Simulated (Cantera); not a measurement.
Cantera run, input and output.

```python
import numpy as np
import cantera as ct

gas = ct.Solution("gri30.yaml", transport_model="multicomponent")
show = ['NO', 'CH3', 'H']

rows = []
print(f"{'T/K':>7s}{'rho':>11s}{'cp':>10s}{'mu':>11s}{'lambda':>11s}{'Pr':>7s}" + "".join(f"{'D_' + s:>11s}" for s in show))
for T in [400, 500, 600, 700, 800, 900]:
    gas.TPX = T, 52, {'NO': 0.57}
    Pr = gas.cp_mass * gas.viscosity / gas.thermal_conductivity
    D = [gas.mix_diff_coeffs_mole[gas.species_index(s)] for s in show]
    rows.append([gas.density, gas.cp_mass, gas.viscosity, gas.thermal_conductivity, Pr, *D])
    print(f"{T:7g}{gas.density:11.4e}{gas.cp_mass:10.1f}{gas.viscosity:11.4e}"
          f"{gas.thermal_conductivity:11.4e}{Pr:7.3f}" + "".join(f"{d:11.4e}" for d in D))
print("SI units: kg/m3, J/kg/K, Pa s, W/m/K, m2/s")
```

Output:

```
    T/K        rho        cp         mu     lambda     Pr       D_NO      D_CH3        D_H
    400 4.6916e-04     998.6 2.3120e-05 3.2481e-02  0.711 0.0000e+00 7.2180e-02 3.9577e-01
    500 3.7532e-04    1016.2 2.7036e-05 3.8749e-02  0.709 0.0000e+00 1.0633e-01 5.8307e-01
    600 3.1277e-04    1040.9 3.0618e-05 4.5000e-02  0.708 0.0000e+00 1.4532e-01 7.9692e-01
    700 2.6809e-04    1067.4 3.3953e-05 5.1198e-02  0.708 0.0000e+00 1.8882e-01 1.0355e+00
    800 2.3458e-04    1092.2 3.7097e-05 5.7257e-02  0.708 0.0000e+00 2.3657e-01 1.2974e+00
    900 2.0851e-04    1113.9 4.0086e-05 6.3114e-02  0.707 0.0000e+00 2.8837e-01 1.5816e+00
SI units: kg/m3, J/kg/K, Pa s, W/m/K, m2/s
```

Cantera simulation using GRI-Mech 3.0 (53 species, 325 reactions); the numbers are that mechanism's predictions, not measurements.
